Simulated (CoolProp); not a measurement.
A single-stage vapour-compression cycle with R407C: evaporating at 219.15 K (dew point), condensing at 254.15 K (bubble point), superheat 0 K, subcooling 0 K, compressor efficiency 0.85, no pressure losses. Each further row changes one setting.

Model: reference Helmholtz-energy equation of state, Lemmon 2003, in CoolProp. It is a pseudo-pure fit of the blend.

```json
[
 {"case": "as stated", "cooling COP": "3.76", "pressure ratio": "7.29", "discharge temperature (K)": "296.3", "refrigerating effect (kJ/kg)": "206", "volumetric capacity (kJ/m³)": "397"},
 {"case": "evaporating temperature 224.15 K", "cooling COP": "4.46", "pressure ratio": "5.48", "discharge temperature (K)": "290.5", "refrigerating effect (kJ/kg)": "209", "volumetric capacity (kJ/m³)": "527"},
 {"case": "condensing temperature 249.15 K", "cooling COP": "4.35", "pressure ratio": "6.00", "discharge temperature (K)": "288.2", "refrigerating effect (kJ/kg)": "213", "volumetric capacity (kJ/m³)": "410"},
 {"case": "subcooling 5 K", "cooling COP": "3.88", "pressure ratio": "7.29", "discharge temperature (K)": "296.3", "refrigerating effect (kJ/kg)": "213", "volumetric capacity (kJ/m³)": "410"},
 {"case": "superheat 10 K", "cooling COP": "3.71", "pressure ratio": "7.29", "discharge temperature (K)": "307.5", "refrigerating effect (kJ/kg)": "213", "volumetric capacity (kJ/m³)": "391"},
 {"case": "compressor efficiency 0.75", "cooling COP": "3.31", "pressure ratio": "7.29", "discharge temperature (K)": "304.6", "refrigerating effect (kJ/kg)": "206", "volumetric capacity (kJ/m³)": "397"}
]
```
